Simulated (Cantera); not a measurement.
A freely propagating, adiabatic, planar premixed flame of CH4 : C2H6 : O2 : N2 = 1 : 1.3 : 5.04 : 18.9 (molar parts), unburnt at 700 K and 690000 Pa; mixture-averaged transport, grid criteria slope 0.08 and curve 0.16, no radiation.

Cantera simulation using GRI-Mech 3.0 (53 species, 325 reactions); the numbers are that mechanism's predictions, not measurements. Burning velocities carry a grid error of a few per cent, more on coarse grids.

Problem. How do the results move with these cheaper or finer settings: unity-Lewis-number transport; multicomponent transport; multicomponent+Soret transport; grid criteria slope 0.5, curve 1; grid criteria slope 0.25, curve 0.5; grid criteria slope 0.03, curve 0.06?

Solution. 
```csv
setting,laminar burning velocity,thermal thickness,peak x(HCO),peak x(C2H),grid points
as above,98.2 cm/s,0.0635 mm,3.80e-5,6.32e-6,148
unity-Lewis-number transport,72.7 cm/s,0.0763 mm,2.78e-5,5.74e-6,148
multicomponent transport,98.5 cm/s,0.0643 mm,3.80e-5,6.33e-6,148
multicomponent+Soret transport,98.1 cm/s,0.0638 mm,3.86e-5,6.29e-6,148
"grid criteria slope 0.5, curve 1",106 cm/s,0.0723 mm,3.56e-5,6.25e-6,35
"grid criteria slope 0.25, curve 0.5",104 cm/s,0.0661 mm,3.78e-5,6.33e-6,61
"grid criteria slope 0.03, curve 0.06",97.3 cm/s,0.0626 mm,3.82e-5,6.31e-6,368
```
The base run took about 12 core-seconds (a rough figure).
Unity Lewis numbers drop preferential diffusion, which matters most where H2 and H carry the flame; Soret adds thermal diffusion.
